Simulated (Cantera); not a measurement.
Charge: 1 mol Fe(CO)5, 1.7 mol N2, at 10.0 mbar.

Equilibrium computed with Cantera from the NASA thermochemical tables; the gas is ideal and each condensed phase is pure. Candidate condensed phases: C, Fe, Fe(CO)5, FeO, Fe2O3, Fe3O4; 27 gas species. Condensed phases not in the tables: cementite and carbon dissolved in iron. Equilibrium is a limit: real reactors are often held back by kinetics, nucleation or transport. All values below are at 923 K.

Base state: CO 0.725, N2 0.258, CO2 0.0166 (mole fractions); condensed: C(graphite) + Fe(α).

Question: What changes in the equilibrium state with this change: pressure from 10.0 mbar to 1.00 bar?

Answer: 
```csv
species,before,after
N2,0.258,0.388
CO,0.725,0.309
CO2,0.0166,0.302
"C(graphite), mol",0.109,2.32
"Fe(α), mol",1.00,0
"FeO(s), mol",0,1.00
```
The tables' stoichiometric FeO is somewhat more stable than real wüstite, so its field is too wide. FeO: taken at fixed stoichiometry.
